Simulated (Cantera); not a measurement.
Feed: 1 mol borazine, 0.19 mol H₂O, 190 mol H₂.

Cantera equilibrium calculation (NASA polynomials, part measured and part estimated; ideal gas, pure solids and liquids). Candidate condensed phases: B, BN, B₂O₃, B₃O₃H₃, H₂O; 39 gas species. The feed counts by its element totals alone. Mutual solubility and eutectic melting of coexisting phases are not modelled. Gases not in the tables: H₃BO₃. Equilibrium is a limit: real reactors are often held back by kinetics, nucleation or transport.

Stable condensed phases, one row left out:

```
T in °C \ P in Pa
             10     28     77    220    600   1700   4600  13000  36000 100000
   2002       A      A      B      B      B      B      B      B      B      C
   1902       A      B      B      B      B      B      B      B      C      C
   1702       B      B      B      B      B      C      C      D      D      D
   1602       B      B      B      C      C      C      D      D      D      D
   1502       B      B      C      C      D      D      D      D      D      D
   1402       C      C      D      D      D      D      D      D      D      D
   1302       D      D      D      D      D      D      D      D      D      D
   1202       D      D      D      D      D      D      D      D      D      D
   1102       D      D      D      D      D      D      D      D      E      E
   1002       D      D      D      D      D      E      E      E      E      E
    902       D      E      E      E      E      E      E      E      E      E
    802       E      E      E      E      E      E      E      E      E      E
```

A: gas only; B: B; C: B + BN; D: BN; E: BN + B₂O₃.

Task: Give the row for 1802 °C.

Result: 10: B; 28: B; 77: B; 220: B; 600: B; 1700: B; 4600: B + BN; 13000: B + BN; 36000: B + BN; 100000: BN.
